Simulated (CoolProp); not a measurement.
The numbers come from the reference Helmholtz-energy equation of state, Leachman 2009 in CoolProp.

**Question.** Give the vapour pressure (bar), liquid density (kg/m³), enthalpy of vaporisation (kJ/kg) of saturated normal hydrogen at 26.9, 29.3 K.

**Answer.** 
```json
[
 {"T (K)": "26.9", "p (bar)": "4.69", "liquid density (kg/m³)": "61.5", "enthalpy of vaporisation (kJ/kg)": "379"},
 {"T (K)": "29.3", "p (bar)": "7.17", "liquid density (kg/m³)": "56.4", "enthalpy of vaporisation (kJ/kg)": "323"}
]
```
